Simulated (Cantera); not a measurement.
Input: 1 mol SiCl₄, 0.034 mol CH₄, 1000 mol H₂, at 0.440 bar.

Method: chemical equilibrium by Gibbs-energy minimisation in Cantera with the NASA 1993 tables (ideal gas, pure condensed phases). Candidate condensed phases: C, C₆H₆, C₇H₈, C₈H₁₈, Si, SiC; 109 gas species. Mutual solubility and eutectic melting of coexisting phases are not modelled. Gases not in the tables: Si₂H₆ and higher silanes. The numbers say what is thermodynamically allowed, not how fast it happens.

**Question.** What share of the Si ends up in condensed phases as a function of T (°C), at 1525, 1600, 1675, 1750, 1825, 1900, 1975, 2050, 2125?

**Answer.** 
| T (°C) | Si condensed (%) | as |
|---|---|---|
| 1525 | 90.8 | Si(l) + SiC(s) |
| 1600 | 87.1 | Si(l) + SiC(s) |
| 1675 | 79.3 | Si(l) + SiC(s) |
| 1750 | 63.7 | Si(l) + SiC(s) |
| 1825 | 33.5 | Si(l) |
| 1900 | 0.0 | - |
| 1975 | 0.0 | - |
| 2050 | 0.0 | - |
| 2125 | 0.0 | - |
